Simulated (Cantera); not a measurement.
Cantera run, input and output.

```python
import numpy as np
import cantera as ct

gas = ct.Solution("gri30.yaml")
gas.TPX = 1250, 2666, {'N2O': 1, 'O2': 0.1}
reactor = ct.IdealGasConstPressureReactor(gas, energy="off", clone=False)
net = ct.ReactorNet([reactor])
net.rtol, net.atol = 1e-08, 1e-18
show = ['N2O', 'O2', 'NO', 'N2', 'O', 'NO2']
times = np.geomspace(0.0007, 20, 12)

steps = ct.SolutionArray(gas, extra=["t"])
rows = []
print(f"{'t/s':>10s}{'T/K':>9s}{'P/Pa':>11s}" + "".join(f"{s:>11s}" for s in show))
for t in times:
    while net.time < t:
        t_next = net.step()
        steps.append(gas.state, t=t_next)
    rows.append([np.interp(t, steps.t, y) for y in (steps.T, steps.P, *steps(*show).X.T)])
    print(f"{t:10.3e}{rows[-1][0]:9.1f}{rows[-1][1]:11.4g}" + "".join(f"{x:11.3e}" for x in rows[-1][2:]))
rate = np.gradient(steps.T, steps.t)
print("integrator steps:", len(steps.t))
if steps.T.max() > steps.T[0] + 200:
    print(f"time of steepest temperature rise: {steps.t[rate.argmax()]:.4e} s")
gas.TPX = 1250, 2666, {'N2O': 1, 'O2': 0.1}
gas.equilibrate("TP")
print(f"equilibrium (TP): T = {gas.T:.1f} K  " + "  ".join(f"{s} {gas[s].X[0]:.3e}" for s in show))
```

Output:

```
       t/s      T/K       P/Pa        N2O         O2         NO         N2          O        NO2
 7.000e-04   1250.0       2666  9.091e-01  9.092e-02  2.334e-06  2.108e-05  3.723e-06  8.078e-13
 1.779e-03   1250.0       2666  9.090e-01  9.093e-02  7.345e-06  5.848e-05  3.855e-06  7.851e-12
 4.521e-03   1250.0       2666  9.089e-01  9.097e-02  2.016e-05  1.538e-04  3.855e-06  5.880e-11
 1.149e-02   1250.0       2666  9.085e-01  9.107e-02  5.272e-05  3.960e-04  3.855e-06  3.989e-10
 2.920e-02   1250.0       2666  9.075e-01  9.133e-02  1.354e-04  1.011e-03  3.855e-06  2.568e-09
 7.422e-02   1250.0       2666  9.051e-01  9.198e-02  3.450e-04  2.570e-03  3.855e-06  1.571e-08
 1.886e-01   1250.0       2666  8.990e-01  9.363e-02  8.743e-04  6.507e-03  3.855e-06  8.756e-08
 4.794e-01   1250.0       2666  8.837e-01  9.774e-02  2.198e-03  1.636e-02  3.855e-06  4.063e-07
 1.218e+00   1250.0       2666  8.463e-01  1.078e-01  5.433e-03  4.043e-02  3.853e-06  1.436e-06
 3.096e+00   1250.0       2666  7.602e-01  1.310e-01  1.289e-02  9.592e-02  3.849e-06  4.042e-06
 7.869e+00   1250.0       2666  5.864e-01  1.778e-01  2.790e-02  2.079e-01  3.835e-06  9.871e-06
 2.000e+01   1250.0       2666  3.217e-01  2.491e-01  5.069e-02  3.785e-01  3.789e-06  2.025e-05
integrator steps: 623
equilibrium (TP): T = 1250.0 K  N2O 3.339e-09  O2 3.748e-01  NO 3.375e-04  N2 6.248e-01  O 2.612e-07  NO2 9.846e-07
```

Model: GRI-Mech 3.0 (53 species, 325 reactions), integrated in Cantera. GRI-Mech 3.0 was tuned for natural gas; its chemistry of N2O as a main component is partial and can be far from experiment. Radical loss at walls, strong at low pressure, is not modelled. The mechanism lacks the step 2 NO + O2 → 2 NO2, which can matter for NO2 below about 1400 K. The temperature is held fixed by assumption; the heat of reaction is taken as removed at once.
